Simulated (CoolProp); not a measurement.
Octamethylcyclotetrasiloxane (D4) at several states: fugacity coefficient from the reference equation and from simpler models built on Tc = 586.5 K, pc = 1347 kPa, ω = 0.598; each cubic takes its own stable root.

The numbers come from the reference Helmholtz-energy equation of state, Thol 2015 in CoolProp.

```json
[
 {"T (K)": "418.7", "p (kPa)": "181", "phase": "liquid", "reference": "0.2358", "van der Waals": "0.9124", "Soave-Redlich-Kwong": "0.2373", "Peng-Robinson": "0.2402"},
 {"T (K)": "364.9", "p (kPa)": "589", "phase": "liquid", "reference": "0.01106", "van der Waals": "0.2411", "Soave-Redlich-Kwong": "0.01133", "Peng-Robinson": "0.01192"},
 {"T (K)": "493.2", "p (kPa)": "639", "phase": "liquid", "reference": "0.3868", "van der Waals": "0.7855", "Soave-Redlich-Kwong": "0.3961", "Peng-Robinson": "0.3881"},
 {"T (K)": "378.4", "p (kPa)": "242", "phase": "liquid", "reference": "0.04516", "van der Waals": "0.6569", "Soave-Redlich-Kwong": "0.04575", "Peng-Robinson": "0.04769"}
]
```

At some of these states van der Waals gives the other phase, because its saturation line lies elsewhere.
